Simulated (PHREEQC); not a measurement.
Acid rinse or clean (model solution)

Solution (10 °C): 0.054 mol HCl, 0.014 mol FeCl3 and 0.24 mol MgCl2 per kg of water. Closed to the air; pH follows from the charge balance.

Model: ion-association model, phreeqc.dat, run in PHREEQC.

```json
{
  "pH": "1.39",
  "ionic_strength": "0.814 mol/kgw",
  "activity_of_water": "0.985",
  "density": "1.021 g/cm³",
  "total_alkalinity": "-82.0 meq/kg"
}
```

```json
[
 {"species": "Cl-", "molality": "0.559", "activity": "0.350", "log γ": "-0.203"},
 {"species": "Mg+2", "molality": "0.240", "activity": "0.0719", "log γ": "-0.523"},
 {"species": "H+", "molality": "0.0541", "activity": "0.0407", "log γ": "-0.123"},
 {"species": "FeCl+2", "molality": "0.00656", "activity": "0.00123", "log γ": "-0.727"},
 {"species": "FeCl2+", "molality": "0.00483", "activity": "0.00317", "log γ": "-0.182"},
 {"species": "Fe+3", "molality": "0.00246", "activity": "0.000192", "log γ": "-1.108"}
]
```

No solid was allowed to form. Saturation is exceeded, for instance for Hematite (slow to form), Goethite (slow to form); the values hold only as long as no solid forms. Caution: at this ionic strength the ion-association model is outside its range; a Pitzer model would be the better tool where its parameters exist. At this temperature some constants are extrapolated from 25 °C, and those without enthalpy data are left unchanged.
